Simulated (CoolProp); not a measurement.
p-xylene along the isotherm 620 K: fugacity coefficient from the reference equation and from simpler models built on Tc = 616.2 K, pc = 3.532 MPa, ω = 0.324; each cubic takes its own stable root.

Values from CoolProp's reference Helmholtz-energy equation of state, Zhou 2012.

| p (MPa) | phase | reference |
|---|---|---|
| 1.1 | gas | 0.8877 |
| 2.21 | gas | 0.7797 |
| 3.31 | gas | 0.6728 |
| 4.41 | supercritical | 0.5496 |
| 5.52 | supercritical | 0.4618 |
| 6.62 | supercritical | 0.4036 |
| 7.73 | supercritical | 0.3618 |
| 8.83 | supercritical | 0.3310 |
| 9.93 | supercritical | 0.3072 |
| 11 | supercritical | 0.2889 |
| 12.1 | supercritical | 0.2738 |
| 13.2 | supercritical | 0.2614 |
| 14.3 | supercritical | 0.2513 |
| 15.5 | supercritical | 0.2421 |
| 16.6 | supercritical | 0.2352 |
| 17.7 | supercritical | 0.2294 |

Task: How far does each simpler model (van der Waals, Redlich-Kwong, Soave-Redlich-Kwong, Peng-Robinson) lie from the reference over these 16 states: mean and median of the absolute difference, and the worst?

Result: 
- van der Waals: mean 21.3 %, median 21.6 %, worst +39.7 % at 620 K and 17.7 MPa
- Redlich-Kwong: mean 9.0 %, median 9.7 %, worst +15.0 % at 620 K and 17.7 MPa
- Soave-Redlich-Kwong: mean 9.6 %, median 10.4 %, worst +15.7 % at 620 K and 17.7 MPa
- Peng-Robinson: mean 2.8 %, median 3.4 %, worst +4.6 % at 620 K and 17.7 MPa
